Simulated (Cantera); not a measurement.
Charge: 1 mol (CH₃)₂SiCl₂, 0.0075 mol C₃H₈, 65 mol H₂, equilibrated at 0.610 bar.

Method: chemical equilibrium by Gibbs-energy minimisation in Cantera with the NASA 1993 tables (ideal gas, pure condensed phases). Candidate condensed phases: C, C₆H₆, C₇H₈, C₈H₁₈, Si, SiC; 109 gas species. The feed counts by its element totals alone. The tables' values for SiCl are old estimates; treat these amounts as uncertain. Gases not in the tables: Si₂H₆ and higher silanes. The numbers say what is thermodynamically allowed, not how fast it happens.

Question: At 1877 °C, list the 6 most abundant gas species with their mole fractions, and the condensed phases.

Answer: H₂ 0.964, HCl 0.0285, H 0.00530, C₂H₂ (acetylene) 0.00187, CH₄ 0.000166, SiCl₂ 0.000157. Condensed: C(graphite) + SiC(s).
